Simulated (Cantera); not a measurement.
A Cantera script and its output.

```python
import numpy as np
import cantera as ct

gas = ct.Solution("gri30.yaml")
gas.TPX = 1148, 2666, {'H2': 0.016, 'O2': 1}
reactor = ct.IdealGasConstPressureReactor(gas, energy="off", clone=False)
net = ct.ReactorNet([reactor])
net.rtol, net.atol = 1e-08, 1e-18
show = ['H2', 'O2', 'O', 'H2O', 'HO2', 'H', 'H2O2']
times = np.geomspace(2e-05, 70, 12)

steps = ct.SolutionArray(gas, extra=["t"])
rows = []
print(f"{'t/s':>10s}{'T/K':>9s}{'P/Pa':>11s}" + "".join(f"{s:>11s}" for s in show))
for t in times:
    while net.time < t:
        t_next = net.step()
        steps.append(gas.state, t=t_next)
    rows.append([np.interp(t, steps.t, y) for y in (steps.T, steps.P, *steps(*show).X.T)])
    print(f"{t:10.3e}{rows[-1][0]:9.1f}{rows[-1][1]:11.4g}" + "".join(f"{x:11.3e}" for x in rows[-1][2:]))
rate = np.gradient(steps.T, steps.t)
print("integrator steps:", len(steps.t))
if steps.T.max() > steps.T[0] + 200:
    print(f"time of steepest temperature rise: {steps.t[rate.argmax()]:.4e} s")
gas.TPX = 1148, 2666, {'H2': 0.016, 'O2': 1}
gas.equilibrate("TP")
print(f"equilibrium (TP): T = {gas.T:.1f} K  " + "  ".join(f"{s} {gas[s].X[0]:.3e}" for s in show))
```

It prints:

```
       t/s      T/K       P/Pa         H2         O2          O        H2O        HO2          H       H2O2
 2.000e-05   1148.0       2666  1.575e-02  9.843e-01  5.932e-11  3.605e-12  2.039e-10  1.474e-10  3.239e-15
 7.869e-05   1148.0       2666  1.575e-02  9.843e-01  5.863e-10  1.412e-10  8.050e-10  3.512e-10  5.018e-14
 3.096e-04   1148.0       2666  1.575e-02  9.843e-01  6.093e-09  4.423e-09  3.202e-09  1.429e-09  7.790e-13
 1.218e-03   1148.0       2666  1.575e-02  9.843e-01  6.496e-07  7.634e-07  1.883e-08  1.197e-07  1.380e-11
 4.794e-03   1148.0       2666  5.217e-04  9.721e-01  1.061e-02  1.375e-02  4.246e-06  1.458e-03  1.394e-07
 1.886e-02   1148.0       2666  6.233e-05  9.769e-01  6.662e-03  1.515e-02  2.621e-06  4.437e-04  5.878e-08
 7.422e-02   1148.0       2666  1.541e-05  9.823e-01  1.644e-03  1.563e-02  1.351e-06  5.439e-05  4.912e-08
 2.920e-01   1148.0       2666  1.688e-06  9.839e-01  1.847e-04  1.580e-02  3.634e-07  2.056e-06  2.489e-08
 1.149e+00   1148.0       2666  1.566e-07  9.841e-01  1.768e-05  1.585e-02  6.092e-08  6.123e-08  6.536e-09
 4.521e+00   1148.0       2666  1.906e-08  9.841e-01  2.213e-06  1.587e-02  1.008e-08  2.717e-09  1.274e-09
 1.779e+01   1148.0       2666  3.211e-09  9.841e-01  3.801e-07  1.587e-02  3.073e-09  1.934e-10  2.602e-10
 7.000e+01   1148.0       2666  7.437e-10  9.841e-01  8.895e-08  1.587e-02  3.066e-09  2.193e-11  6.629e-11
integrator steps: 1887
equilibrium (TP): T = 1148.0 K  H2 4.050e-10  O2 9.841e-01  O 4.854e-08  H2O 1.587e-02  HO2 3.757e-09  H 8.888e-12  H2O2 3.787e-11
```

Model: GRI-Mech 3.0 (53 species, 325 reactions), integrated in Cantera. Radical loss at walls, strong at low pressure, is not modelled.
